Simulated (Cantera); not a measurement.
Mixture: CH4 : O2 : N2 : H2O = 1 : 1.18 : 4.42 : 0.33 (molar parts), at 0.987 atm, adiabatic and at constant volume. Ignition delay is the time to a rise of 400 K.

Cantera simulation using GRI-Mech 3.0 (53 species, 325 reactions); the numbers are that mechanism's predictions, not measurements.

Question: What does this change do: pressure from 0.987 atm to 4.93 atm?

Answer: 
| quantity | before | after |
|---|---|---|
| delay at 1275 K | 23.3 ms | 5.26 ms |
| delay at 1350 K | 8.88 ms | 2.21 ms |
| delay at 1425 K | 3.59 ms | 0.972 ms |
| delay at 1500 K | 1.54 ms | 0.443 ms |
| delay at 1575 K | 0.715 ms | 0.209 ms |
| delay at 1650 K | 0.359 ms | 0.104 ms |
| delay at 1725 K | 0.195 ms | 54.2 µs |
| apparent activation energy between 1575 and 1725 K | 200 kJ/mol | 200 kJ/mol |

Question: What does this change do: pressure from 0.987 atm to 0.493 atm?

Answer: 
| quantity | before | after |
|---|---|---|
| delay at 1275 K | 23.3 ms | 40.5 ms |
| delay at 1350 K | 8.88 ms | 15.0 ms |
| delay at 1425 K | 3.59 ms | 5.96 ms |
| delay at 1500 K | 1.54 ms | 2.57 ms |
| delay at 1575 K | 0.715 ms | 1.21 ms |
| delay at 1650 K | 0.359 ms | 0.627 ms |
| delay at 1725 K | 0.195 ms | 0.351 ms |
| apparent activation energy between 1575 and 1725 K | 200 kJ/mol | 190 kJ/mol |
